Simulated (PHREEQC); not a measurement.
Solution (25 °C): 2.5 mmol/kgw KOH and 0.034 mmol/kgw Na2SiO3. Closed to the air; pH follows from the charge balance.

All values are PHREEQC results (Pitzer model, pitzer.dat), not measurements.

| quantity | before | after |
|---|---|---|
| pH | 11.38 | 11.54 |
| H3SiO4- (mol/kgw) | 3.25e-5 | 3.26e-5 |
| H4SiO4 (mol/kgw) | 8.78e-7 | 7.14e-7 |
| H2SiO4-2 (mol/kgw) | 6.27e-7 | 6.65e-7 |
| SI of SiO2(a) (SiO2) | -3.39 | -3.44 |

Q: Name the change that produced these shifts.
A) temperature from 25 to 70 °C
B) KOH from 0.0025 to 0.005 mol/kgw
C) temperature from 25 to 20 °C
D) diluted 5-fold with water
E) temperature from 25 to 50 °C

A: C, temperature from 25 to 20 °C

Precipitation was switched off in this run.
